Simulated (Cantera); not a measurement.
## Thermodynamics of silicon oxide and oxynitride deposition, feed HMDSO + CO2 + N2

A closed system holds: 1 mol HMDSO, 5.5 mol CO2, 92 mol N2, equilibrated at 1.00 Torr.

Cantera equilibrium calculation (NASA polynomials, part measured and part estimated; ideal gas, pure solids and liquids). Candidate condensed phases: C, C6H6, C7H8, C8H18, H2O, Si, SiC, SiO2, Si2N2O, Si3N4; 151 gas species. The feed counts by its element totals alone. N2 is the only nitrogen source here; it is nearly inert below about 1500 K, so the nitride shown seldom forms there in practice. Mutual solubility and eutectic melting of coexisting phases are not modelled. Kinetics and transport are ignored.

```
T (°C)   x N2    x CO    x H2     x CO2     x SiO     x H2O       x H  n C(graphite)  n SiO2(α-quartz)  n SiO2(β-quartz)  n Si2N2O(s)  n SiC(s)
------  -----  ------  ------  --------  --------  --------  --------  -------------  ----------------  ----------------  -----------  --------
377     0.870  0.0214  0.0789    0.0242    <1e-12   0.00574    <1e-12           6.65              2.00                 0            0         0
477     0.847  0.0665  0.0822   0.00328    <1e-12  0.000662  2.48e-12           3.92              2.00                 0            0         0
577     0.844  0.0730  0.0825  0.000153    <1e-12   5.67e-5  1.61e-10           3.52                 0              2.00            0         0
677     0.844  0.0734  0.0826   1.20e-5    <1e-12   7.54e-6   4.38e-9           3.50                 0              2.00            0         0
777     0.836  0.0815  0.0821   1.89e-6  4.54e-10   1.62e-6   6.36e-8           2.57                 0              1.38        0.311         0
877     0.820  0.0991  0.0811   5.17e-7   3.31e-8   5.02e-7   5.82e-7          0.499                 0                 0        1.000         0
977     0.820  0.0991  0.0811   1.26e-7   1.10e-6   1.61e-7   3.77e-6          0.496                 0                 0        1.000         0
1077    0.820  0.0991  0.0810   3.82e-8   2.14e-5   6.13e-8   1.86e-5          0.492                 0                 0        0.999         0
1177    0.819   0.100  0.0807   2.04e-8  0.000334   3.91e-8   7.36e-5              0                 0                 0        0.813     0.336
1277    0.816  0.0977  0.0801   2.68e-8   0.00554   6.14e-8  0.000244              0                 0                 0        0.422     0.534
1377    0.814  0.0950  0.0792   1.40e-8    0.0111   3.75e-8  0.000700              0                 0                 0            0     0.742
1477    0.813  0.0950  0.0785   6.04e-9    0.0111   1.81e-8   0.00179              0                 0                 0            0     0.729
1577    0.812  0.0950  0.0771   2.85e-9    0.0110   9.29e-9   0.00410              0                 0                 0            0     0.685
```
x: gas mole fraction; n: condensed amount in mol.

From 377 °C to 477 °C the condensed part is C(graphite) + SiO2(α-quartz). From 577 °C to 677 °C the condensed part is C(graphite) + SiO2(β-quartz). At 777 °C the condensed part is C(graphite) + SiO2(β-quartz) + Si2N2O(s). From 877 °C to 1077 °C the condensed part is C(graphite) + Si2N2O(s). From 1177 °C to 1277 °C the condensed part is SiC(s) + Si2N2O(s). From 1377 °C to 1577 °C the condensed part is SiC(s).
